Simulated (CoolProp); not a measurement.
A closed Brayton cycle with carbon dioxide: compressor inlet 309.15 K and 9.8 MPa, high pressure 29.8 MPa, turbine inlet 895 K, compressor efficiency 0.85, turbine efficiency 0.85, recuperator effectiveness 0.9 (on enthalpy, no pinch check). Each further row changes one setting.

The numbers come from the reference Helmholtz-energy equation of state, Span 1996 in CoolProp.

```json
[
 {"case": "as stated", "thermal efficiency (%)": "36.6", "net work (kJ/kg)": "119", "compressor to turbine work": "0.21", "compressor exit (K)": "341.2", "turbine exit (K)": "762.4"},
 {"case": "turbine inlet 845 K", "thermal efficiency (%)": "35.3", "net work (kJ/kg)": "(withheld)", "compressor to turbine work": "0.22", "compressor exit (K)": "341.2", "turbine exit (K)": "716.8"},
 {"case": "compressor inlet 319.15 K", "thermal efficiency (%)": "35.4", "net work (kJ/kg)": "(withheld)", "compressor to turbine work": "0.28", "compressor exit (K)": "(withheld)", "turbine exit (K)": "762.4"},
 {"case": "high pressure 25.3 MPa", "thermal efficiency (%)": "34.9", "net work (kJ/kg)": "(withheld)", "compressor to turbine work": "(withheld)", "compressor exit (K)": "335.5", "turbine exit (K)": "781.3"},
 {"case": "recuperator effectiveness 0.5", "thermal efficiency (%)": "22.3", "net work (kJ/kg)": "119", "compressor to turbine work": "0.21", "compressor exit (K)": "341.2", "turbine exit (K)": "762.4"}
]
```

Complete the blanks.


- turbine inlet 845 K, net work (kJ/kg): 110
- compressor inlet 319.15 K, net work (kJ/kg): 108
- compressor inlet 319.15 K, compressor exit (K): 380.1
- high pressure 25.3 MPa, net work (kJ/kg): 105
- high pressure 25.3 MPa, compressor to turbine work: 0.19
